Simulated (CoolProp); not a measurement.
A Linde-Hampson liquefier for carbon monoxide: isothermal reversible compression at 300 K from 1 atm to 20 MPa, throttling to 1 atm, return gas leaving the recuperator 5 K below the feed. Each further row changes one setting.

Model: reference Helmholtz-energy equation of state, Lemmon 2006, in CoolProp. It is a short technical equation, of lower accuracy than the large ones.

```json
[
 {"case": "as stated", "liquid yield per pass": "___", "compression work (kJ/kg of gas)": "470"},
 {"case": "high pressure 40 MPa", "liquid yield per pass": "___", "compression work (kJ/kg of gas)": "___"},
 {"case": "warm-end temperature 330 K", "liquid yield per pass": "___", "compression work (kJ/kg of gas)": "520"},
 {"case": "warm-end gap 10 K", "liquid yield per pass": "___", "compression work (kJ/kg of gas)": "470"}
]
```

Q: Fill in the missing entries.

A: 
- as stated, liquid yield per pass: 0.074
- high pressure 40 MPa, liquid yield per pass: 0.095
- high pressure 40 MPa, compression work (kJ/kg of gas): 539
- warm-end temperature 330 K, liquid yield per pass: 0.052
- warm-end gap 10 K, liquid yield per pass: 0.063
